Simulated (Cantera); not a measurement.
Mixture: C₃H₈ : O₂ : N₂ : CO₂ = 1 : 7.69 : 30 : 2.6 (molar parts), at 1000000 Pa, adiabatic and at constant volume. Ignition delay is the time to a rise of 400 K.

Computed with Cantera and GRI-Mech 3.0 (53 species, 325 reactions). GRI-Mech 3.0 was tuned for natural gas; its chemistry of propane as a main component is partial and can be far from experiment.

```tsv
quantity	before	after
delay at 1000 K	69.1 ms	0.141 s
delay at 1200 K	1.63 ms	2.61 ms
delay at 1400 K	66.6 µs	96.1 µs
delay at 1600 K	7.65 µs	11.6 µs
delay at 1800 K	2.06 µs	3.36 µs
apparent activation energy between 1600 and 1800 K	160 kJ/mol	150 kJ/mol
```

**Question.** What was changed between the two runs?
(A) pressure from 1000000 Pa to 100000 Pa
(B) O2 7.69 to 10 parts
(C) O2 7.69 to 4.6 parts
(D) pressure from 1000000 Pa to 500000 Pa

**Answer.** D, pressure from 1000000 Pa to 500000 Pa
